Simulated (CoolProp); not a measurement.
Vapour-liquid equilibrium of n-decane (1) + n-dodecane (2) at 191.25 °C; x and y are mole fractions of (1).

The numbers come from the multi-fluid Helmholtz-energy mixture model, Lemmon 2006 and Lemmon 2004; pair parameters Bell 2016 in CoolProp.

### Question
Give the bubble pressure and the first vapour's composition at x = 0.5, 0.8, 0.95. Is there an azeotrope?

### Answer
x = 0.5: 102.6 kPa, y = 0.729; x = 0.8: 133.1 kPa, y = 0.914; x = 0.95: 148.5 kPa, y = 0.980. No azeotrope shows between x = 0.05 and 0.95.

The pair parameters rest on a limited set of measurements; away from them the model extrapolates.
